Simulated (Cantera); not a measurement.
An isothermal, constant-pressure homogeneous reactor starts with 4.38 % H₂, 7.97 % O₂, 87.6 % N₂, at 1023 K and 39000 Pa.

Model: the H2/O2 subset of GRI-Mech 3.0, which has no nitrogen chemistry, integrated in Cantera. The temperature is held fixed by assumption; the heat of reaction is taken as removed at once.

x: mole fraction; the columns are a selection and need not sum to one.

| t (s) | x H₂ | x O₂ | x H₂O₂ | x O | x OH | x H₂O | x HO₂ |
|---|---|---|---|---|---|---|---|
| 1.00e-5 | 0.0438 | 0.0797 | <1e-12 | 1.58e-12 | 1.01e-12 | 1.09e-12 | 1.90e-11 |
| 2.70e-5 | 0.0438 | 0.0797 | <1e-12 | 9.18e-12 | 4.37e-12 | 1.34e-11 | 5.46e-11 |
| 7.28e-5 | 0.0438 | 0.0797 | <1e-12 | 5.57e-11 | 2.23e-11 | 1.68e-10 | 1.80e-10 |
| 0.000196 | 0.0438 | 0.0797 | 1.39e-12 | 8.72e-10 | 3.35e-10 | 4.37e-9 | ? |
| 0.000529 | 0.0438 | 0.0797 | 8.16e-10 | 6.19e-7 | 2.40e-7 | 3.42e-6 | ? |
| 0.00143 | 0.00323 | 0.0603 | 2.14e-6 | 0.000664 | 0.000495 | 0.0406 | ? |
| 0.00385 | 0.000431 | 0.0592 | 9.52e-7 | 4.33e-5 | 5.22e-5 | 0.0443 | ? |
| 0.0104 | 0.000122 | 0.0591 | 4.58e-7 | 8.78e-6 | 1.98e-5 | 0.0447 | ? |
| 0.0280 | 2.78e-5 | 0.0591 | 1.44e-7 | 1.76e-6 | 9.71e-6 | 0.0448 | ? |
| 0.0756 | 3.88e-6 | 0.0591 | 3.64e-8 | 2.99e-7 | 4.88e-6 | 0.0448 | ? |
| 0.204 | 3.05e-7 | 0.0591 | 9.55e-9 | 5.60e-8 | 2.35e-6 | 0.0448 | ? |
| 0.550 | 1.46e-8 | 0.0591 | 2.69e-9 | 1.41e-8 | 1.20e-6 | 0.0448 | ? |
| 1.48 | 1.55e-9 | 0.0591 | 8.75e-10 | 4.41e-9 | 6.69e-7 | 0.0448 | ? |
| 4.00 | 4.69e-10 | 0.0591 | 3.11e-10 | 1.53e-9 | 3.93e-7 | 0.0448 | 4.48e-10 |

Some entries are withheld; supply them.


- 0.000196, x HO₂: 1.43e-9
- 0.000529, x HO₂: 7.96e-7
- 0.00143, x HO₂: 1.72e-5
- 0.00385, x HO₂: 7.27e-6
- 0.0104, x HO₂: 3.05e-6
- 0.0280, x HO₂: 9.30e-7
- 0.0756, x HO₂: 1.65e-7
- 0.204, x HO₂: 2.14e-8
- 0.550, x HO₂: 3.80e-9
- 1.48, x HO₂: 1.14e-9
